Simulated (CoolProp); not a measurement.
Vapour-liquid equilibrium of CHF3 (R23) (1) + R13 (2) at -41.65 °C; x and y are mole fractions of (1).

The numbers come from the multi-fluid Helmholtz-energy mixture model, Penoncello 2003 and Platzer 1990; pair parameters Bell 2016 in CoolProp. This equation is an older, rougher fit; its heat capacities, sound speeds and derivatives of the liquid may be far off and weren't checked against measurements.

```json
[
 {"x": "0.05", "bubble pressure (MPa)": "0.6195", "y at the bubble point": "0.114", "dew pressure at overall composition x (MPa)": "0.5906", "liquid density (mol/L)": "13.10"},
 {"x": "0.125", "bubble pressure (MPa)": "0.6778", "y at the bubble point": "0.234", "dew pressure at overall composition x (MPa)": "0.6249", "liquid density (mol/L)": "13.30"},
 {"x": "0.2", "bubble pressure (MPa)": "0.7199", "y at the bubble point": "0.320", "dew pressure at overall composition x (MPa)": "0.6611", "liquid density (mol/L)": "13.53"},
 {"x": "0.275", "bubble pressure (MPa)": "0.7501", "y at the bubble point": "0.386", "dew pressure at overall composition x (MPa)": "0.6982", "liquid density (mol/L)": "13.79"},
 {"x": "0.35", "bubble pressure (MPa)": "0.7712", "y at the bubble point": "0.440", "dew pressure at overall composition x (MPa)": "0.7342", "liquid density (mol/L)": "14.08"},
 {"x": "0.425", "bubble pressure (MPa)": "0.7853", "y at the bubble point": "0.488", "dew pressure at overall composition x (MPa)": "0.7657", "liquid density (mol/L)": "14.40"},
 {"x": "0.5", "bubble pressure (MPa)": "0.7935", "y at the bubble point": "0.533", "dew pressure at overall composition x (MPa)": "0.7880", "liquid density (mol/L)": "14.75"},
 {"x": "0.575", "bubble pressure (MPa)": "0.7965", "y at the bubble point": "0.577", "dew pressure at overall composition x (MPa)": "0.7965", "liquid density (mol/L)": "15.15"},
 {"x": "0.65", "bubble pressure (MPa)": "0.7940", "y at the bubble point": "0.622", "dew pressure at overall composition x (MPa)": "0.7900", "liquid density (mol/L)": "15.58"},
 {"x": "0.725", "bubble pressure (MPa)": "0.7853", "y at the bubble point": "0.673", "dew pressure at overall composition x (MPa)": "0.7716", "liquid density (mol/L)": "16.06"},
 {"x": "0.8", "bubble pressure (MPa)": "0.7690", "y at the bubble point": "0.733", "dew pressure at overall composition x (MPa)": "0.7457", "liquid density (mol/L)": "16.59"},
 {"x": "0.875", "bubble pressure (MPa)": "0.7424", "y at the bubble point": "0.808", "dew pressure at overall composition x (MPa)": "0.7159", "liquid density (mol/L)": "17.17"},
 {"x": "0.95", "bubble pressure (MPa)": "0.7018", "y at the bubble point": "0.909", "dew pressure at overall composition x (MPa)": "0.6849", "liquid density (mol/L)": "17.80"}
]
```

y crosses x between x = 0.575 and 0.65: the model has an azeotrope there.

The pair parameters rest on a limited set of measurements; away from them the model extrapolates.
